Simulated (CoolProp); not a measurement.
C3F8 (R218) at several states: Z from the reference equation and from simpler models built on Tc = 345.0 K, pc = 2.640 MPa, ω = 0.317; each cubic takes its own stable root.

Model: reference Helmholtz-energy equation of state, Lemmon 2006, in CoolProp. It is a short technical equation, of lower accuracy than the large ones.

```tsv
T (K)	p (MPa)	phase	reference
255.2	0.014	gas	0.9949
199.3	0.0216	liquid	0.001401
146.5	0.518	liquid	0.04133
162.1	8.22	liquid	0.6054
246.4	0.152	gas	0.9308
```

How far does each simpler model (Soave-Redlich-Kwong, Peng-Robinson) lie from the reference over these 5 states: mean and median of the absolute difference, and the worst?


- Soave-Redlich-Kwong: mean 4.2 %, median 5.6 %, worst +7.8 % at 146.5 K and 0.518 MPa
- Peng-Robinson: mean 3.2 %, median 3.9 %, worst -6.4 % at 199.3 K and 0.0216 MPa
